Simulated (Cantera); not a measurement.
Feed: 1 mol Fe₂O₃, 2.1 mol Cl₂, held at 1127 °C and 34.0 Pa.

These are equilibrium values from Cantera (NASA tables, ideal gas, pure condensed phases), not measurements of a reactor. Candidate condensed phases: Fe, FeCl₂, FeCl₃, FeO, Fe₂O₃, Fe₃O₄; 13 gas species. Kinetics and transport are ignored.

Base state: FeCl₂ 0.478, O₂ 0.367, Cl 0.142, Cl₂ 0.00848, FeCl₃ 0.00515, ClO 4.46e-5, O 3.11e-5 (mole fractions); condensed: Fe₃O₄(s).

Task: What changes in the equilibrium state with this change: Fe₂O₃ replaced by SiO₂?

Result: 
| species | before | after |
|---|---|---|
| Cl | 0.142 | 0.758 |
| Cl₂ | 0.00848 | 0.242 |
| SiCl₄ | 0 | 0.000103 |
| FeCl₂ | 0.478 | 0 |
| O₂ | 0.367 | 0.000100 |
| FeCl₃ | 0.00515 | 0 |
| O | 3.11e-5 | 5.14e-7 |
| ClO | 4.46e-5 | 3.94e-6 |
| Fe₃O₄(s), mol | 0.0683 | 0 |
| SiO₂(β-quartz), mol | 0 | 1.000 |
The tables hold silica as quartz up to 1696 K and as liquid above; real silica turns to tridymite and cristobalite and melts near 1996 K. Further candidate phases: Si, SiO₂.

Task: What changes in the equilibrium state with this change: Cl₂ from 2.1 to 2.8 mol?

Result: 
```json
[
 {"species": "FeCl₂", "before": "0.478", "after": "0.399"},
 {"species": "O₂", "before": "0.367", "after": "0.305"},
 {"species": "Cl", "before": "0.142", "after": "0.260"},
 {"species": "Cl₂", "before": "0.00848", "after": "0.0285"},
 {"species": "ClO", "before": "4.46e-5", "after": "7.46e-5"},
 {"species": "FeCl₃", "before": "0.00515", "after": "0.00787"},
 {"species": "O", "before": "3.11e-5", "after": "2.83e-5"},
 {"species": "Fe₃O₄(s), mol", "before": "0.0683", "after": "0"}
]
```

Task: What changes in the equilibrium state with this change: temperature from 1127 °C to 727 °C?

Result: 
| species | before | after |
|---|---|---|
| Cl₂ | 0.00848 | 0.762 |
| FeCl₃ | 0.00515 | 0.103 |
| O₂ | 0.367 | 0.0940 |
| FeCl₂ | 0.478 | 0.0227 |
| Cl | 0.142 | 0.0184 |
| O | 3.11e-5 | 2.61e-9 |
| ClO | 4.46e-5 | 6.47e-6 |
| Fe₃O₄(s), mol | 0.0683 | 0 |
| Fe₂O₃(s), mol | 0 | 0.861 |
